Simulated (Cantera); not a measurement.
A Cantera script and what it prints.

```python
import numpy as np
import cantera as ct

gas_names = """
    H HI HNO HNO2 HNO3 HO2 H2 H2O H2O2 I I2 N NH NH2 NH3 NH2OH NO NO2 NO3 N2 N2H2 N2H4 N2O O OH O2 O3
""".split()
cond_names = """
    H2O(s) H2O(L) I2(cr) I2(L)
""".split()


# ... load() reads the species with a 1 bar reference pressure and builds the phases ...
atoms = {
    'HI': {'H': 1, 'I': 1},
    'O2': {'O': 2},
    'N2': {'N': 2},
}
top_T = {}  # K; cautious upper limits of use, not melting points


# ... equilibrate(T, P, feed) seeds the gas with the atoms and calls Mixture.equilibrate('TP', solver="vcs", rtol=1e-11, max_steps=5000) ...
results = []
feed = {'HI': 1, 'O2': 4, 'N2': 0.27}  # mol
P = 5700000  # Pa
for T in [1275, 1475, 1675, 1875, 2075, 2275, 2475, 2675, 2875]:
    mix = equilibrate(T, P, feed)
    results.append((T, P, feed, dict(zip(mix.species_names, mix.species_moles))))

top = {s: max(r[3][s] / sum(r[3][g] for g in gas_names) for r in results) for s in gas_names}
cols = sorted((s for s in top if top[s] > 0.001), key=lambda s: -top[s])[:9]
seen = [c for c in cond_names if any(r[3].get(c, 0) > 1e-12 for r in results)]
print("log10 of partial pressures in bar; condensed amounts in mol")
print(f"{'T/K':>10s}" + "".join(f"{s[:9]:>10s}" for s in cols + seen))
for T, P, feed, n in results:
    ng = sum(n[g] for g in gas_names)
    print(f"{T:10.4g}" + "".join(f"{np.log10(max(n[s] / ng * P / 1e5, 1e-99)):10.3f}" for s in cols)
          + "".join(f"{n.get(c, 0):10.4g}" for c in seen))
```

It prints:

```
log10 of partial pressures in bar; condensed amounts in mol
       T/K        O2         I       H2O        I2        N2        OH        NO         O        HI
      1275     1.626    -0.030     0.750     0.713     0.482    -3.656    -2.030    -6.139    -2.650
      1475     1.620     0.366     0.745     0.643     0.475    -2.756    -1.528    -4.732    -2.032
      1675     1.612     0.633     0.736     0.519     0.464    -2.074    -1.151    -3.660    -1.597
      1875     1.604     0.801     0.726     0.337     0.451    -1.539    -0.857    -2.817    -1.297
      2075     1.596     0.898     0.716     0.110     0.436    -1.109    -0.623    -2.135    -1.096
      2275     1.591     0.949     0.706    -0.136     0.421    -0.755    -0.431    -1.572    -0.961
      2475     1.586     0.974     0.694    -0.378     0.404    -0.461    -0.272    -1.100    -0.867
      2675     1.582     0.986     0.678    -0.603     0.384    -0.214    -0.140    -0.698    -0.800
      2875     1.576     0.991     0.655    -0.808     0.362    -0.007    -0.030    -0.353    -0.753
```

Method: chemical equilibrium by Gibbs-energy minimisation in Cantera with the NASA 1993 tables (ideal gas, pure condensed phases). The ideal-gas law is rough above about 30 bar.
